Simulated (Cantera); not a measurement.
Formation from one mole of O2

Cantera with NASA thermochemical tables; ideal gases at 1 bar, condensed phases pure. Values are per mole of reaction as written; species without (g) are pure solids or liquids, kept so even where they would boil at 1 bar.

Ta + O2(g) ⇌ TaO2(g)

```tsv
T (K)	ΔH° (kJ)	ΔS° (J/K)	ΔG° (kJ)	log10 K
598	-203.2	27.9	-219.9	19.21
798	-204.5	26.1	-225.3	14.75
998	-205.9	24.5	-230.4	12.06
1198	-207.4	23.2	-235.1	10.25
1398	-209.0	21.9	-239.7	8.95
```

0.8 Ta + O2(g) ⇌ 0.4 Ta2O5

```tsv
T (K)	ΔH° (kJ)	ΔS° (J/K)	ΔG° (kJ)	log10 K
598	-815.7	-175.1	-711.0	62.10
798	-813.0	-171.2	-676.4	44.27
998	-810.0	-167.8	-642.5	33.63
1198	-806.7	-164.9	-609.2	26.56
1398	-803.4	-162.3	-576.5	21.54
```

V + O2(g) ⇌ VO2(g)

```json
[
 {"T (K)": "598", "ΔH° (kJ)": "-235.2", "ΔS° (J/K)": "25.2", "ΔG° (kJ)": "-250.2", "log10 K": "21.86"},
 {"T (K)": "798", "ΔH° (kJ)": "-236.6", "ΔS° (J/K)": "23.0", "ΔG° (kJ)": "-255.0", "log10 K": "16.69"},
 {"T (K)": "998", "ΔH° (kJ)": "-238.4", "ΔS° (J/K)": "21.1", "ΔG° (kJ)": "-259.5", "log10 K": "13.58"},
 {"T (K)": "1198", "ΔH° (kJ)": "-240.4", "ΔS° (J/K)": "19.3", "ΔG° (kJ)": "-263.5", "log10 K": "11.49"},
 {"T (K)": "1398", "ΔH° (kJ)": "-242.8", "ΔS° (J/K)": "17.4", "ΔG° (kJ)": "-267.2", "log10 K": "9.98"}
]
```

2 H2(g) + O2(g) ⇌ 2 H2O(g)

```json
[
 {"T (K)": "598", "ΔH° (kJ)": "-489.5", "ΔS° (J/K)": "-102.5", "ΔG° (kJ)": "-428.2", "log10 K": "37.40"},
 {"T (K)": "798", "ΔH° (kJ)": "-492.8", "ΔS° (J/K)": "-107.4", "ΔG° (kJ)": "-407.2", "log10 K": "26.65"},
 {"T (K)": "998", "ΔH° (kJ)": "-495.7", "ΔS° (J/K)": "-110.6", "ΔG° (kJ)": "-385.4", "log10 K": "20.17"},
 {"T (K)": "1198", "ΔH° (kJ)": "-497.9", "ΔS° (J/K)": "-112.6", "ΔG° (kJ)": "-363.0", "log10 K": "15.83"},
 {"T (K)": "1398", "ΔH° (kJ)": "-499.7", "ΔS° (J/K)": "-114.0", "ΔG° (kJ)": "-340.4", "log10 K": "12.72"}
]
```
